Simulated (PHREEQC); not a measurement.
Dissolve 0.074 mol/kgw CuSO4, 0.00093 mol/kgw HCl and 0.0055 mol/kgw Na2SO4 at 48 °C and 500 atm. Closed to the air; pH follows from the charge balance.

Computed with PHREEQC (ion-association model, phreeqc.dat).

Each row changes one thing in this solution. No solid was allowed to form.

```tsv
case	pH	ionic strength (mol/kgw)	SO4-2 (mol/kgw)	Na+ (mol/kgw)	NaSO4- (mol/kgw)	HSO4- (mol/kgw)
as made	3.54	0.188	0.0475	0.0101	0.000877	0.000575
0.028 mol/kgw NaHSO4 added	2.08	0.231	0.0552	0.0357	0.00332	0.0183
diluted 100-fold with water	4.97	0.00294	0.000745	0.000110	4.12e-7	6.98e-7
HCl left out	4.30	0.188	0.0479	0.0101	0.000883	0.000101
CuSO4 replaced by KHSO4 at the same molality	1.56	0.145	0.0321	0.0103	0.000667	0.0406
HCl from 0.00093 to 0.000186 mol/kgw	4.11	0.188	0.0478	0.0101	0.000882	0.000157
```

Under pressure, the constants of complexes without a molar volume in the database are unreliable. At this temperature some constants are extrapolated from 25 °C, and those without enthalpy data are left unchanged.
